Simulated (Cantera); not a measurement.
Feed: 1 mol Cu, 2.5 mol F2, at 160 Pa.

Cantera equilibrium calculation (NASA polynomials, part measured and part estimated; ideal gas, pure solids and liquids). Candidate condensed phases: Cu, CuF2; 6 gas species. Rates play no part.

log p: log10 of the partial pressure in bar; n: condensed amount in mol.

| T (K) | log p F2 | log p F | log p CuF2 | log p CuF | n CuF2(s) | n CuF2(l) |
|---|---|---|---|---|---|---|
| 748 | -2.83 | -3.87 | -9.45 | <-14 | 1.00 | 0 |
| 823 | -2.92 | -3.39 | -7.80 | <-14 | 1.000 | 0 |
| 898 | -3.13 | -3.06 | -6.43 | <-14 | 1.000 | 0 |
| 973 | -3.52 | -2.89 | -5.29 | -14.01 | 0.992 | 0 |
| 1048 | -4.05 | -2.83 | -4.32 | (withheld) | 0.912 | 0 |
| 1123 | -4.72 | -2.89 | -3.52 | (withheld) | 0 | 0.309 |
| 1198 | -5.26 | -2.92 | -3.40 | (withheld) | 0 | 0 |
| 1273 | -5.68 | -2.92 | -3.40 | (withheld) | 0 | 0 |
| 1348 | -6.06 | -2.92 | -3.40 | (withheld) | 0 | 0 |

Q: What belongs in the gaps?

A: 
- 1048, log p CuF: -11.80
- 1123, log p CuF: -9.82
- 1198, log p CuF: -8.69
- 1273, log p CuF: -7.83
- 1348, log p CuF: -7.06
